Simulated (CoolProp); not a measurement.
Vapour-liquid equilibrium of R22 (1) + R152A (2) at 128 kPa; x and y are mole fractions of (1).

The numbers come from the multi-fluid Helmholtz-energy mixture model, Kamei 1995 and Outcalt 1996; pair parameters Bell 2016 in CoolProp.

### Question
Give the bubble temperature and the first vapour's composition at x = 0.05, 0.2, 0.95. Is there an azeotrope?

### Answer
x = 0.05: 253.7 K, y = 0.083; x = 0.2: 251.0 K, y = 0.308; x = 0.95: 238.2 K, y = 0.980. No azeotrope shows between x = 0.05 and 0.95.

The pair parameters rest on a limited set of measurements; away from them the model extrapolates.
